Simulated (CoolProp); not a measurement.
Vapour-liquid equilibrium of carbon dioxide (1) + R123 (2) at 246.3 K; x and y are mole fractions of (1).

The numbers come from the multi-fluid Helmholtz-energy mixture model, Span 1996 and Younglove 1994; pair parameters Bell 2016 in CoolProp.

| x | bubble pressure (MPa) | y at the bubble point | dew pressure at overall composition x (MPa) | liquid density (mol/L) |
|---|---|---|---|---|
| 0.05 | 0.06678 | 0.881 | 0.008567 | 10.75 |
| 0.125 | 0.1508 | 0.949 | 0.009300 | 11.33 |
| 0.2 | 0.2346 | 0.969 | 0.01017 | 11.96 |
| 0.275 | 0.3221 | 0.979 | 0.01122 | 12.65 |
| 0.35 | 0.4162 | 0.985 | 0.01251 | 13.41 |
| 0.425 | 0.5191 | 0.989 | 0.01413 | 14.24 |
| 0.5 | 0.6322 | 0.992 | 0.01624 | 15.15 |
| 0.575 | 0.7561 | 0.994 | 0.01908 | 16.16 |
| 0.65 | 0.8902 | 0.996 | 0.02314 | 17.28 |
| 0.725 | 1.033 | 0.997 | 0.02937 | 18.51 |
| 0.8 | 1.182 | 0.998 | 0.04020 | 19.88 |
| 0.875 | 1.334 | 0.999 | 0.06365 | 21.38 |
| 0.95 | 1.485 | 1.000 | 0.1522 | 23.01 |

No azeotrope shows between x = 0.05 and 0.95.

The pair parameters rest on a limited set of measurements; away from them the model extrapolates.
